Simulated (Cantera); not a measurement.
A closed system holds: 1 mol H₂O, 1.2 mol O₂, held at 1550 K and 750 Torr.

Method: chemical equilibrium by Gibbs-energy minimisation in Cantera with the NASA 1993 tables (ideal gas, pure condensed phases). Candidate condensed phases: H₂O; 9 gas species. The numbers say what is thermodynamically allowed, not how fast it happens.

Problem. What is the equilibrium state?

Solution. 
- x(O₂): 0.545
- x(H₂O): 0.454
- x(OH): 0.000323
- x(O): 5.78e-6
- x(H₂): 2.22e-6
- x(HO₂): 1.20e-6
- gas amount: 2.200 mol
